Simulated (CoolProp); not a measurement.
Saturation properties of n-undecane (Tc = 638.8 K, pc = 19.90 bar, ω = 0.539).

Values from CoolProp's reference Helmholtz-energy equation of state, Aleksandrov 2011. It is a short technical equation, of lower accuracy than the large ones.

```tsv
T (K)	p (bar)	liquid density (kg/m³)	surface tension (mN/m)
394.3	0.1043	662.4	15.7
407.2	0.1667	652.0	14.6
420	0.2560	641.6	13.5
432.9	0.3821	630.8	12.5
445.7	0.5525	619.9	11.5
458.6	0.7810	608.6	10.5
471.4	1.076	597.1	9.49
484.3	1.456	585.0	8.54
```

It boils at 468.9 K under 1 atm.

Surface tension comes from a separate correlation (Mulero 2014).
